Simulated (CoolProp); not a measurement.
A single-stage vapour-compression cycle with R123: evaporating at 281.15 K (dew point), condensing at 301.15 K (bubble point), superheat 8 K, subcooling 5 K, compressor efficiency 0.9, no pressure losses. Each further row changes one setting.

Computed with CoolProp (reference Helmholtz-energy equation of state, Younglove 1994). It is a modified Benedict-Webb-Rubin equation, recast in Helmholtz form.

```tsv
case	cooling COP	pressure ratio	discharge temperature (K)	refrigerating effect (kJ/kg)	volumetric capacity (kJ/m³)
as stated	12.2	2.19	311.2	168	509
evaporating temperature 286.15 K	16.9	?	?	172	631
condensing temperature 296.15 K	16.6	1.82	305.9	174	525
subcooling 10 K	12.6	2.19	311.2	174	525
superheat 18 K	?	2.19	?	?	?
compressor efficiency 0.8	10.9	2.19	?	168	509
```

Complete the blanks.


- evaporating temperature 286.15 K, pressure ratio: 1.78
- evaporating temperature 286.15 K, discharge temperature (K): 310.4
- superheat 18 K, cooling COP: 12.3
- superheat 18 K, discharge temperature (K): 321.4
- superheat 18 K, refrigerating effect (kJ/kg): 175
- superheat 18 K, volumetric capacity (kJ/m³): 511
- compressor efficiency 0.8, discharge temperature (K): 313.6
